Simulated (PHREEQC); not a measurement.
Make-up at 25 °C: 0.19 mol HF and 0.29 mol CsF per kg of water. Closed to the air; pH follows from the charge balance.

All values are PHREEQC results (ion-association model, wateq4f.dat), not measurements.

| quantity | before | after |
|---|---|---|
| pH | 3.41 | 3.83 |
| F- (mol/kgw) | 0.218 | 0.465 |
| HF (mol/kgw) | 0.0808 | 0.0562 |
| HF2- (mol/kgw) | 0.0723 | 0.115 |

**Question.** What was changed between the two runs?
A) diluted 2-fold with water
B) temperature from 25 to 60 °C
C) HF replaced by NaF at the same molality
D) temperature from 25 to 75 °C
E) CsF from 0.29 to 0.58 mol/kgw

**Answer.** E, CsF from 0.29 to 0.58 mol/kgw

Precipitation was switched off in this run. wateq4f.dat counts part of the HF as a dimer, H2F2, which phreeqc.dat doesn't know; its constant is uncertain.
